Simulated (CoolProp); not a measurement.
R1336mzz(E) along the isobar 3.15 MPa: density (kg/m³) from the reference equation and from simpler models built on Tc = 403.5 K, pc = 2.779 MPa, ω = 0.413; each cubic takes its own stable root.

The numbers come from the reference Helmholtz-energy equation of state, Akasaka 2023 in CoolProp.

| T (K) | phase | reference |
|---|---|---|
| 313.4 | liquid | 1292 |
| 325.5 | liquid | 1253 |
| 337.6 | liquid | 1210 |
| 349.6 | liquid | 1164 |
| 361.7 | liquid | 1111 |
| 373.8 | liquid | 1049 |
| 385.9 | liquid | 972.8 |
| 397.9 | liquid | 867.1 |
| 410 | supercritical | 514.3 |

Problem. How far does each simpler model (van der Waals, Redlich-Kwong) lie from the reference over these 9 states: mean and median of the absolute difference, and the worst?

Solution. 
- van der Waals: mean 36.9 %, median 40.6 %, worst -41.5 % at 313.4 K and 3.15 MPa
- Redlich-Kwong: mean 18.4 %, median 19.7 %, worst -23.4 % at 397.9 K and 3.15 MPa
